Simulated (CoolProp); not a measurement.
Sulfur dioxide at several states: fugacity coefficient from the reference equation and from simpler models built on Tc = 157.5 °C, pc = 78.87 bar, ω = 0.256; each cubic takes its own stable root.

The numbers come from the reference Helmholtz-energy equation of state, Gao 2016 in CoolProp.

```json
[
 {"T (°C)": "29.95", "p (bar)": "350", "phase": "liquid", "reference": "___", "van der Waals": "0.1078", "Redlich-Kwong": "0.03883", "Soave-Redlich-Kwong": "0.02505", "Peng-Robinson": "___"},
 {"T (°C)": "216.95", "p (bar)": "3.06", "phase": "gas", "reference": "0.9915", "van der Waals": "0.9916", "Redlich-Kwong": "0.9910", "Soave-Redlich-Kwong": "0.9916", "Peng-Robinson": "0.9903"},
 {"T (°C)": "194.05", "p (bar)": "10.8", "phase": "gas", "reference": "0.9646", "van der Waals": "0.9668", "Redlich-Kwong": "0.9635", "Soave-Redlich-Kwong": "0.9650", "Peng-Robinson": "0.9604"},
 {"T (°C)": "229.45", "p (bar)": "0.2", "phase": "gas", "reference": "0.9995", "van der Waals": "0.9995", "Redlich-Kwong": "0.9995", "Soave-Redlich-Kwong": "0.9995", "Peng-Robinson": "0.9994"},
 {"T (°C)": "35.75", "p (bar)": "49.7", "phase": "liquid", "reference": "0.1114", "van der Waals": "0.3390", "Redlich-Kwong": "___", "Soave-Redlich-Kwong": "0.1142", "Peng-Robinson": "___"},
 {"T (°C)": "168.95", "p (bar)": "296", "phase": "supercritical", "reference": "___", "van der Waals": "___", "Redlich-Kwong": "0.3157", "Soave-Redlich-Kwong": "0.3224", "Peng-Robinson": "___"}
]
```

**Question.** Some entries are withheld; supply them.

**Answer.** 
- 29.95, reference: 0.02305
- 29.95, Peng-Robinson: 0.02299
- 35.75, Redlich-Kwong: 0.1688
- 35.75, Peng-Robinson: 0.1120
- 168.95, reference: 0.2958
- 168.95, van der Waals: 0.3564
- 168.95, Peng-Robinson: 0.2969
